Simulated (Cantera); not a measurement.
Input: 1 mol CuF2, a varied amount of N2, at 800 °C and 133 Pa.

Cantera equilibrium calculation (NASA polynomials, part measured and part estimated; ideal gas, pure solids and liquids). Candidate condensed phases: Cu, CuF2; 11 gas species. Kinetics and transport are ignored.

Which condensed phases are stable at each of these points (n(N2) (mol)): 0.14, 0.31, 0.7, 1.6, 3.5, 7.7, 17, 38?


```tsv
n(N2) (mol)	condensed phases	Cu condensed (%)
0.14	CuF2(s)	98.9
0.31	CuF2(s)	97.6
0.7	CuF2(s)	94.7
1.6	CuF2(s)	87.8
3.5	CuF2(s)	73.3
7.7	CuF2(s)	41.2
17	gas only	0.0
38	gas only	0.0
```

From 0.14 mol N2 to 7.7 mol N2 the condensed part is CuF2(s). From 17 mol N2 to 38 mol N2 nothing is condensed.
